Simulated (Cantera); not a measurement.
## Stirred combustor or abatement burner

A perfectly stirred reactor is fed with 6.22 % CH₄, 0.218 % C₂H₆, 0.622 % C₃H₈, 19.5 % O₂, 73.4 % N₂, at 1.90 bar; it is adiabatic with a 450 K inlet, and is followed from long to short residence time, starting on the burning branch (τ in s: 0.45, 0.17, 0.063, 0.024, 0.0088, 0.0033, 0.0012, 0.00047, 0.00017, 6.5e-05).

Computed with Cantera and GRI-Mech 3.0 (53 species, 325 reactions).

| τ (s) | T (K) | x CH₄ | x C₂H₆ | x C₃H₈ | x H | x NO | x C₂H₂ |
|---|---|---|---|---|---|---|---|
| 0.45 | 2163 | 4.43e-7 | 1.99e-9 | 6.27e-9 | 8.39e-5 | 0.00240 | 5.33e-8 |
| 0.17 | 2163 | 1.12e-6 | 5.17e-9 | 1.62e-8 | 9.16e-5 | 0.00150 | 1.31e-7 |
| 0.063 | 2161 | 2.79e-6 | 1.35e-8 | 4.22e-8 | 0.000111 | 0.000820 | 3.10e-7 |
| 0.024 | 2154 | 6.31e-6 | 3.35e-8 | 1.04e-7 | 0.000158 | 0.000454 | 6.35e-7 |
| 0.0088 | 2138 | 1.35e-5 | 8.29e-8 | 2.50e-7 | 0.000284 | 0.000266 | 1.13e-6 |
| 0.0033 | 2110 | 2.69e-5 | 1.92e-7 | 5.54e-7 | 0.000571 | 0.000169 | 1.74e-6 |
| 0.0012 | 2064 | 5.50e-5 | 4.44e-7 | 1.21e-6 | 0.00119 | 0.000108 | 2.53e-6 |
| 0.00047 | 2006 | 0.000112 | 9.67e-7 | 2.48e-6 | 0.00220 | 7.21e-5 | 3.56e-6 |
| 0.00017 | 1923 | 0.000269 | 2.40e-6 | 5.83e-6 | 0.00373 | 4.44e-5 | 5.74e-6 |
| 6.5e-5 | 1814 | 0.000805 | 7.22e-6 | 1.67e-5 | 0.00473 | 2.22e-5 | 1.29e-5 |
x: mole fraction; the columns are a selection and need not sum to one.
